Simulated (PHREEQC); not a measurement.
A solution holds 0.046 mol/kgw Ni(NO3)2 and 0.0081 mol/kgw Na2SO4, at 20 °C. Closed to the air; pH follows from the charge balance.

The numbers come from PHREEQC with the ion-association model, wateq4f.dat.

```yaml
pH: 5.94
ionic_strength: 0.147 mol/kgw
```

```tsv
species	molality	activity	log γ
NO3-	0.0920	0.0665	-0.141
Ni+2	0.0423	0.0143	-0.472
Na+	0.0161	0.0123	-0.118
SO4-2	0.00432	0.00142	-0.483
NiSO4	0.00367	0.00379	0.015
NaSO4-	0.000110	8.46e-5	-0.116
NiOH+	1.58e-6	1.21e-6	-0.118
H+	1.41e-6	1.14e-6	-0.091
Ni(SO4)2-2	8.97e-7	3.03e-7	-0.472
HSO4-	1.88e-7	1.42e-7	-0.124
OH-	8.10e-9	5.94e-9	-0.135
Ni(OH)2	1.06e-9	1.09e-9	0.015
```

No solid was allowed to form. Species that the database lacks are ignored.
